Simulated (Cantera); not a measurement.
A closed system holds: 1 mol B₂O₃, 0.81 mol NF₃, at 53.0 mbar.

These are equilibrium values from Cantera (NASA tables, ideal gas, pure condensed phases), not measurements of a reactor. Candidate condensed phases: B, BN, B₂O₃; 31 gas species. The numbers say what is thermodynamically allowed, not how fast it happens.

x: gas mole fraction; n: condensed amount in mol.

```json
[
 {"T (K)": "1225", "x BOF": "0.0154", "x BF₃": "0.384", "x O₂": "0.330", "x N₂": "0.220", "x B₃O₃F₃": "0.0510", "n B₂O₃(l)": "0.492"},
 {"T (K)": "1275", "x BOF": "0.0312", "x BF₃": "0.373", "x O₂": "0.326", "x N₂": "0.217", "x B₃O₃F₃": "0.0512", "n B₂O₃(l)": "0.480"},
 {"T (K)": "1325", "x BOF": "?", "x BF₃": "0.357", "x O₂": "0.320", "x N₂": "0.213", "x B₃O₃F₃": "0.0502", "n B₂O₃(l)": "0.462"},
 {"T (K)": "1375", "x BOF": "0.106", "x BF₃": "0.330", "x O₂": "0.309", "x N₂": "0.206", "x B₃O₃F₃": "0.0475", "n B₂O₃(l)": "0.432"},
 {"T (K)": "1425", "x BOF": "0.178", "x BF₃": "0.289", "x O₂": "0.293", "x N₂": "0.196", "x B₃O₃F₃": "0.0425", "n B₂O₃(l)": "0.384"},
 {"T (K)": "1475", "x BOF": "0.280", "x BF₃": "0.233", "x O₂": "0.271", "x N₂": "0.180", "x B₃O₃F₃": "0.0348", "n B₂O₃(l)": "0.307"},
 {"T (K)": "1525", "x BOF": "?", "x BF₃": "?", "x O₂": "?", "x N₂": "?", "x B₃O₃F₃": "?", "n B₂O₃(l)": "?"},
 {"T (K)": "1575", "x BOF": "0.532", "x BF₃": "0.0941", "x O₂": "0.214", "x N₂": "0.143", "x B₃O₃F₃": "0.0144", "n B₂O₃(l)": "0.0469"}
]
```

Task: What belongs in the gaps?

Result: 
- 1525, x BOF: 0.405
- 1525, x BF₃: 0.164
- 1525, x O₂: 0.242
- 1525, x N₂: 0.162
- 1525, x B₃O₃F₃: 0.0248
- 1525, n B₂O₃(l): 0.193
- 1325, x BOF: 0.0593
